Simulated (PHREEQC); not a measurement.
Solution (25 °C): 0.2 mol Na2SO4 and 0.075 mol KBr per kg of water. Closed to the air; pH follows from the charge balance.

The numbers come from PHREEQC with the Pitzer model, pitzer.dat.

Each row changes one thing in this solution. This is a speciation only: nothing precipitates in the calculation.

| case | HSO4- (mol/kgw) | SI of Mirabilite (Na2SO4:10H2O) | SI of Arcanite (K2SO4) |
|---|---|---|---|
| as made | 2.05e-7 | -1.65 | -2.46 |
| diluted 10-fold with water | 7.13e-8 | [?] | -4.69 |
| KBr from 0.075 to 0.0375 mol/kgw | [?] | -1.63 | -3.04 |
| Na2SO4 from 0.2 to 0.4 mol/kgw | 2.59e-7 | -1.07 | -2.47 |
| Na2SO4 from 0.2 to 1 mol/kgw | [?] | -0.41 | -2.56 |
| diluted 5-fold with water | 1.04e-7 | -3.16 | [?] |
| Na2SO4 from 0.2 to 0.18 mol/kgw | 1.96e-7 | -1.75 | -2.47 |

Question: What belongs in the gaps?

Answer: 
- diluted 10-fold with water, SI of Mirabilite (Na2SO4:10H2O): -3.87
- KBr from 0.075 to 0.0375 mol/kgw, HSO4- (mol/kgw): 2.09e-7
- Na2SO4 from 0.2 to 1 mol/kgw, HSO4- (mol/kgw): 3.23e-7
- diluted 5-fold with water, SI of Arcanite (K2SO4): -3.97

Complexes and solids missing from the database can't appear.
